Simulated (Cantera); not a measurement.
Feed: 1 mol C2H4, 0.031 mol CO2, 0.36 mol H2, equilibrated at 1250 °C and 35.0 mbar.

Equilibrium computed with Cantera from the NASA thermochemical tables; the gas is ideal and each condensed phase is pure. Candidate condensed phases: C, C6H6, C7H8, C8H18, H2O; 110 gas species. Equilibrium is a limit: real reactors are often held back by kinetics, nucleation or transport.

Base state: H2 0.974, CO 0.0256, H 0.000122, CH4 7.65e-5, C2H2 (acetylene) 1.15e-5 (mole fractions); condensed: C(graphite).

Question: What changes in the equilibrium state with this change: temperature from 1250 °C to 2427 °C?

Answer: 
```json
[
 {"species": "H2", "before": "0.974", "after": "0.705"},
 {"species": "H", "before": "0.000122", "after": "0.255"},
 {"species": "CO", "before": "0.0256", "after": "0.0223"},
 {"species": "C2H2 (acetylene)", "before": "1.15e-5", "after": "0.0166"},
 {"species": "C2H", "before": "<1e-9", "after": "0.000638"},
 {"species": "C3", "before": "<1e-9", "after": "0.000251"},
 {"species": "C4H2", "before": "<1e-9", "after": "0.000163"},
 {"species": "C", "before": "<1e-9", "after": "6.05e-5"},
 {"species": "C2H2 (vinylidene)", "before": "<1e-9", "after": "2.42e-5"},
 {"species": "C(graphite), mol", "before": "1.97", "after": "1.87"}
]
```

Question: What changes in the equilibrium state with this change: temperature from 1250 °C to 2702 °C?

Answer: 
```tsv
species	before	after
H	0.000122	0.512
H2	0.974	0.430
C2H2 (acetylene)	1.15e-5	0.0248
CO	0.0256	0.0188
C3	<1e-9	0.00681
C2H	<1e-9	0.00491
C	<1e-9	0.00114
C2	<1e-9	0.000689
C4H2	<1e-9	0.000599
C(graphite), mol	1.97	1.69
```
